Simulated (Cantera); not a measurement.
## Fe(CO)₅ + N₂ (iron carbonyl, mercury and lead vapours)

Feed: 1 mol Fe(CO)₅, 0.21 mol N₂, equilibrated at 1.00 mbar.

Method: chemical equilibrium by Gibbs-energy minimisation in Cantera with the NASA 1993 tables (ideal gas, pure condensed phases). Candidate condensed phases: C, Fe, Fe(CO)₅, FeO, Fe₂O₃, Fe₃O₄; 27 gas species. Rates play no part.

| T (°C) | log p CO | log p N₂ | log p Fe | log p CO₂ | log p CN | n Fe(α) | n Fe(γ) |
|---|---|---|---|---|---|---|---|
| 900 | -3.02 | -4.39 | -10.71 | -7.59 | <-15 | 1.00 | 0 |
| 950 | -3.02 | -4.39 | -9.98 | -7.90 | <-15 | 0 | 1.000 |
| 1000 | -3.02 | -4.39 | -9.30 | -8.18 | -14.96 | 0 | 1.000 |
| 1050 | -3.02 | -4.39 | -8.68 | -8.44 | -14.28 | 0 | 1.000 |
| 1100 | -3.02 | -4.39 | -8.11 | -8.68 | -13.65 | 0 | 1.000 |
| 1150 | -3.02 | -4.39 | -7.57 | -8.90 | -13.06 | 0 | 1.000 |
| 1200 | -3.02 | -4.39 | -7.08 | -9.11 | -12.52 | 0 | 1.000 |
| 1250 | -3.02 | -4.39 | -6.61 | -9.30 | -12.01 | 0 | 0.999 |
| 1300 | -3.02 | -4.39 | -6.18 | -9.48 | -11.53 | 0 | 0.997 |
| 1350 | -3.02 | -4.40 | -5.78 | -9.65 | -11.09 | 0 | 0.991 |
log p: log10 of the partial pressure in bar; n: condensed amount in mol.

At 900 °C the condensed part is Fe(α). From 950 °C to 1350 °C the condensed part is Fe(γ). The main Fe-bearing gas is Fe throughout.
